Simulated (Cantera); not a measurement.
Input (Python, Cantera):

```python
import numpy as np
import cantera as ct

gas = ct.Solution("h2o2.yaml")
gas.TPX = 573, 500000, {'H2': 1, 'O2': 0.633, 'N2': 2.78}
flame = ct.FreeFlame(gas, width=0.013)
flame.set_refine_criteria(ratio=3, slope=0.08, curve=0.16)
flame.transport_model = "mixture-averaged"
flame.solve(loglevel=0, auto=True)
flame.transport_model = "multicomponent"
flame.soret_enabled = True
flame.solve(loglevel=0, refine_grid=True)
z, T = flame.grid, flame.T
thick = (T[-1] - T[0]) / np.gradient(T, z).max()
show = ['H2', 'O2', 'H', 'HO2', 'O', 'H2O2']
print(f"laminar burning velocity  {flame.velocity[0] * 100:.3f} cm/s")
print(f"burnt temperature         {T[-1]:.1f} K")
print(f"thermal thickness         {thick * 1e3:.4f} mm")
print(f"grid points               {len(z)}")
z0 = z[flame.heat_release_rate.argmax()]
print(f"{'z/mm':>9s}{'T/K':>9s}{'u/(m/s)':>9s}" + "".join(f"{s:>11s}" for s in show))
rows = []
for k in (-3, -2, -1.5, -1, -0.5, -0.25, 0, 0.25, 0.5, 1, 2, 4, 8):
    zz = z0 + k * thick
    rows.append([k * thick, np.interp(zz, z, T), np.interp(zz, z, flame.velocity),
                 *(np.interp(zz, z, flame.X[gas.species_index(s)]) for s in show)])
    print(f"{rows[-1][0] * 1e3:9.3f}{rows[-1][1]:9.1f}{rows[-1][2]:9.3f}" + "".join(f"{x:11.3e}" for x in rows[-1][3:]))
```

Result:

```
laminar burning velocity  299.073 cm/s
burnt temperature         2191.6 K
thermal thickness         0.0610 mm
grid points               109
     z/mm      T/K  u/(m/s)         H2         O2          H        HO2          O       H2O2
   -0.183    573.0    2.990  2.263e-01  1.435e-01  8.426e-14  4.504e-09  6.072e-12  4.518e-10
   -0.122    573.1    2.986  2.250e-01  1.437e-01  6.606e-12  1.015e-07  4.716e-10  1.044e-08
   -0.092    573.6    2.977  2.218e-01  1.443e-01  1.010e-10  1.052e-06  6.977e-09  1.107e-07
   -0.061    577.2    2.958  2.109e-01  1.463e-01  2.695e-09  1.192e-05  1.026e-07  1.264e-06
   -0.031    666.5    3.262  1.661e-01  1.506e-01  3.261e-05  5.367e-04  1.224e-05  5.263e-05
   -0.015    954.8    4.556  1.248e-01  1.381e-01  1.258e-03  6.686e-04  3.021e-04  9.556e-05
    0.000   1345.1    6.346  7.587e-02  1.047e-01  6.483e-03  3.464e-04  2.240e-03  2.664e-05
    0.015   1624.6    7.641  3.819e-02  7.079e-02  1.062e-02  1.829e-04  4.790e-03  5.533e-06
    0.031   1785.3    8.381  2.132e-02  5.337e-02  1.016e-02  1.093e-04  5.675e-03  3.297e-06
    0.061   1945.3    9.092  1.211e-02  4.355e-02  6.244e-03  5.813e-05  4.679e-03  1.937e-06
    0.122   2068.2    9.615  7.106e-03  4.001e-02  2.539e-03  2.857e-05  2.617e-03  1.184e-06
    0.244   2141.9    9.918  3.406e-03  3.857e-02  7.693e-04  1.280e-05  1.179e-03  7.402e-07
    0.488   2177.0   10.059  1.418e-03  3.824e-02  2.022e-04  6.059e-06  4.914e-04  4.768e-07
```

Detailed kinetics in Cantera: the H2/O2 subset of GRI-Mech 3.0, which has no nitrogen chemistry. The hydrogen kinetics of GRI-Mech 3.0 are dated; newer H2 mechanisms differ, most at raised pressure. Burning velocities carry a grid error of a few per cent, more on coarse grids.
